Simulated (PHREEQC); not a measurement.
Make-up at 25 °C: 5.9 mmol/kgw CaCl2, 0.019 mmol/kgw CO2 and 12 mmol/kgw KCl. Closed to the air; pH follows from the charge balance.

All values are PHREEQC results (ion-association model, phreeqc.dat), not measurements.

No solid was allowed to form.

Predict the pH.

pH 5.56.

In which forms is C present?

CO2 83 %, HCO3- 16 %, CaHCO3+ 0.6 % of the C.

Species that the database lacks are ignored.
